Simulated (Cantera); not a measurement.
Mixture: H2 : O2 : N2 = 1 : 0.278 : 1.44 (molar parts), equivalence ratio 1.8, at 2200000 Pa, adiabatic and at constant volume. Ignition delay is the time to a rise of 400 K.

Computed with Cantera and the H2/O2 subset of GRI-Mech 3.0, which has no nitrogen chemistry. The hydrogen kinetics of GRI-Mech 3.0 are dated; newer H2 mechanisms differ, most at raised pressure. The pressure lies above the range GRI-Mech 3.0 was tuned for (to about 10 atm).

### Question
Predict: delay at 950 K; delay at 1150 K; delay at 1350 K; delay at 1550 K; delay at 1750 K; apparent activation energy between 1550 and 1750 K.

### Answer
```
Item                                                    Value
--------------------------------------------------  ---------
delay at 950 K                                        14.8 ms
delay at 1150 K                                      0.250 ms
delay at 1350 K                                       5.50 µs
delay at 1550 K                                      0.770 µs
delay at 1750 K                                      0.384 µs
apparent activation energy between 1550 and 1750 K  78 kJ/mol
```
